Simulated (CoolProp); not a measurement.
Vinyl chloride along the isotherm 430 K: density (kg/m³) from the reference equation and from simpler models built on Tc = 425.0 K, pc = 56.00 bar, ω = 0.160; each cubic takes its own stable root.

The numbers come from the reference Helmholtz-energy equation of state, Thol 2022 in CoolProp.

```json
[
 {"p (bar)": "35", "phase": "gas", "reference": "80.64"},
 {"p (bar)": "70", "phase": "supercritical", "reference": "526.3"},
 {"p (bar)": "105", "phase": "supercritical", "reference": "619.2"},
 {"p (bar)": "140", "phase": "supercritical", "reference": "660.2"},
 {"p (bar)": "175", "phase": "supercritical", "reference": "688.1"},
 {"p (bar)": "210", "phase": "supercritical", "reference": "709.6"},
 {"p (bar)": "245", "phase": "supercritical", "reference": "727.3"},
 {"p (bar)": "280", "phase": "supercritical", "reference": "742.3"}
]
```

Problem. How far does each simpler model (ideal gas, van der Waals, Redlich-Kwong, Soave-Redlich-Kwong, Peng-Robinson) lie from the reference over these 8 states: mean and median of the absolute difference, and the worst?

Solution. 
- ideal gas: mean 51.6 %, median 51.9 %, worst -76.7 % at 430 K and 70 bar
- van der Waals: mean 24.2 %, median 27.1 %, worst -27.9 % at 430 K and 105 bar
- Redlich-Kwong: mean 9.0 %, median 8.8 %, worst -16.5 % at 430 K and 70 bar
- Soave-Redlich-Kwong: mean 9.3 %, median 9.0 %, worst -17.4 % at 430 K and 70 bar
- Peng-Robinson: mean 3.3 %, median 3.0 %, worst -9.3 % at 430 K and 70 bar
